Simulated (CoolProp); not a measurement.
The numbers come from the reference Helmholtz-energy equation of state, Span 2000 in CoolProp.

Q: For nitrogen, give the phase and the conductivity (mW/(m K)) at -36.65 °C and 10.5 bar.

A: 
- -36.65 °C and 10.5 bar: gas; conductivity 21.7

Thermal conductivity comes from a separate model (Lemmon 2004).
